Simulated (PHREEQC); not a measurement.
A solution holds 0.0019 mol/kgw K3PO4, at 25 °C. It is in equilibrium with CO2 at log p = -3.4 (atm). Otherwise closed; pH follows from the charge balance.

Computed with PHREEQC (ion-association model, phreeqc.dat).

Precipitation was switched off in this run.

Task: What pH, specific conductance, ionic strength does the model give?

Result: pH 8.46; specific conductance 645 µS/cm; ionic strength 0.00753 mol/kgw.

Task: In which forms is C present?

Result: HCO3- 98 %, CO3-2 1.7 %, CO2 0.7 % of the C.
